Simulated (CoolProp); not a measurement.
n-butane along the isotherm -24.95 °C: density (kg/m³) from the reference equation and from simpler models built on Tc = 152.0 °C, pc = 3.796 MPa, ω = 0.201; each cubic takes its own stable root.

Computed with CoolProp (reference Helmholtz-energy equation of state, Bücker 2006).

```json
[
 {"p (MPa)": "0.018", "phase": "gas", "reference": "0.5119", "Redlich-Kwong": "0.5106", "Soave-Redlich-Kwong": "0.5109", "Peng-Robinson": "0.5110"},
 {"p (MPa)": "0.0341", "phase": "gas", "reference": "0.9787", "Redlich-Kwong": "0.9736", "Soave-Redlich-Kwong": "0.9748", "Peng-Robinson": "0.9752"},
 {"p (MPa)": "0.0647", "phase": "liquid", "reference": "626.8", "Redlich-Kwong": "573.6", "Soave-Redlich-Kwong": "585.4", "Peng-Robinson": "660.4"},
 {"p (MPa)": "0.123", "phase": "liquid", "reference": "626.9", "Redlich-Kwong": "573.7", "Soave-Redlich-Kwong": "585.4", "Peng-Robinson": "660.5"},
 {"p (MPa)": "0.233", "phase": "liquid", "reference": "627.0", "Redlich-Kwong": "573.9", "Soave-Redlich-Kwong": "585.6", "Peng-Robinson": "660.7"},
 {"p (MPa)": "0.441", "phase": "liquid", "reference": "627.2", "Redlich-Kwong": "574.2", "Soave-Redlich-Kwong": "585.9", "Peng-Robinson": "660.9"},
 {"p (MPa)": "0.836", "phase": "liquid", "reference": "627.6", "Redlich-Kwong": "574.9", "Soave-Redlich-Kwong": "586.4", "Peng-Robinson": "661.4"},
 {"p (MPa)": "1.58", "phase": "liquid", "reference": "628.4", "Redlich-Kwong": "576.1", "Soave-Redlich-Kwong": "587.4", "Peng-Robinson": "662.4"},
 {"p (MPa)": "3", "phase": "liquid", "reference": "629.8", "Redlich-Kwong": "578.4", "Soave-Redlich-Kwong": "589.3", "Peng-Robinson": "664.1"},
 {"p (MPa)": "5.69", "phase": "liquid", "reference": "632.4", "Redlich-Kwong": "582.4", "Soave-Redlich-Kwong": "592.6", "Peng-Robinson": "667.3"}
]
```
